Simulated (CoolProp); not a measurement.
Normal hydrogen along the isotherm 62.3 K: Z from the reference equation and from simpler models built on Tc = 33.1 K, pc = 1.296 MPa, ω = -0.219; each cubic takes its own stable root.

Values from CoolProp's reference Helmholtz-energy equation of state, Leachman 2009.

| p (MPa) | phase | reference |
|---|---|---|
| 0.54 | gas | 0.9793 |
| 1.08 | gas | 0.9591 |
| 1.62 | supercritical | 0.9400 |
| 2.16 | supercritical | 0.9224 |
| 2.7 | supercritical | 0.9068 |
| 3.24 | supercritical | 0.8936 |
| 3.78 | supercritical | 0.8829 |
| 4.32 | supercritical | 0.8751 |
| 4.86 | supercritical | 0.8703 |
| 5.4 | supercritical | 0.8685 |
| 5.94 | supercritical | 0.8696 |
| 6.48 | supercritical | 0.8735 |

How far does each simpler model (van der Waals, Redlich-Kwong, Peng-Robinson) lie from the reference over these 12 states: mean and median of the absolute difference, and the worst?


- van der Waals: mean 1.3 %, median 0.4 %, worst +5.0 % at 62.3 K and 6.48 MPa
- Redlich-Kwong: mean 4.5 %, median 4.6 %, worst +8.4 % at 62.3 K and 6.48 MPa
- Peng-Robinson: mean 6.2 %, median 7.2 %, worst -8.3 % at 62.3 K and 5.94 MPa
